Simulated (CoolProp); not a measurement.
Vapour pressure (MPa) of CF4 (R14): the reference equation beside estimates from Tc = -45.8 °C, pc = 3.762 MPa, ω = 0.178.

Computed with CoolProp (reference Helmholtz-energy equation of state, Platzer 1990). This equation is an older, rougher fit; its heat capacities, sound speeds and derivatives of the liquid may be far off and weren't checked against measurements.

| T (°C) | reference | Lee-Kesler | van der Waals | Redlich-Kwong | Soave-Redlich-Kwong | Peng-Robinson |
|---|---|---|---|---|---|---|
| -145.15 | 0.02529 | 0.02472 | 0.2238 | 0.03813 | 0.02496 | 0.02587 |
| -141.25 | 0.03598 | 0.03536 | 0.2681 | 0.05352 | 0.03563 | 0.03666 |
| -137.45 | 0.04962 | 0.04900 | 0.3167 | 0.07276 | 0.04928 | 0.05039 |
| -133.55 | 0.06761 | 0.06707 | 0.3726 | 0.09761 | 0.06732 | 0.06845 |
| -129.75 | 0.08973 | 0.08938 | 0.4331 | 0.1275 | 0.08958 | 0.09064 |
| -125.85 | 0.1179 | 0.1179 | 0.5017 | 0.1649 | 0.1180 | 0.1189 |
| -121.95 | 0.1526 | 0.1531 | 0.5772 | 0.2099 | 0.1531 | 0.1536 |
| -118.15 | 0.1934 | 0.1945 | 0.6576 | 0.2618 | 0.1945 | 0.1946 |
| -114.25 | 0.2436 | 0.2455 | 0.7475 | 0.3242 | 0.2454 | 0.2448 |
| -110.45 | 0.3013 | 0.3042 | 0.8425 | 0.3947 | 0.3042 | 0.3027 |
| -106.55 | 0.3708 | 0.3748 | 0.9478 | 0.4778 | 0.3750 | 0.3724 |
| -102.75 | 0.4494 | 0.4546 | 1.058 | 0.5701 | 0.4552 | 0.4514 |
| -98.85 | 0.5423 | 0.5488 | 1.180 | 0.6771 | 0.5503 | 0.5449 |
| -95.05 | 0.6460 | 0.6537 | 1.307 | 0.7942 | 0.6564 | 0.6494 |

Absolute difference from the reference over all 14 rows, mean and median: Lee-Kesler 1.0 and 1.0 %, van der Waals 324.5 and 259.1 %, Redlich-Kwong 36.6 and 36.5 %, Soave-Redlich-Kwong 0.8 and 0.9 %, Peng-Robinson 0.9 and 0.6 %.
